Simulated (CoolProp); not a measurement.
Vapour-liquid equilibrium of R22 (1) + R134a (2) at 215 K; x and y are mole fractions of (1).

Model: multi-fluid Helmholtz-energy mixture model, Kamei 1995 and Tillner-Roth 1994; pair parameters Bell 2016, in CoolProp.

```tsv
x	bubble pressure (bar)	y at the bubble point	dew pressure at overall composition x (bar)	liquid density (mol/L)
0.05	0.1956	0.128	0.1853	14.50
0.2	0.2398	0.394	0.2060	14.82
0.35	0.2785	0.567	0.2313	15.15
0.5	0.3134	0.695	0.2624	15.51
0.65	0.3458	0.799	0.3004	15.89
0.8	0.3766	0.890	0.3460	16.29
0.95	0.4066	0.973	0.3982	16.72
```

No azeotrope shows between x = 0.05 and 0.95.

The pair parameters rest on a limited set of measurements; away from them the model extrapolates.
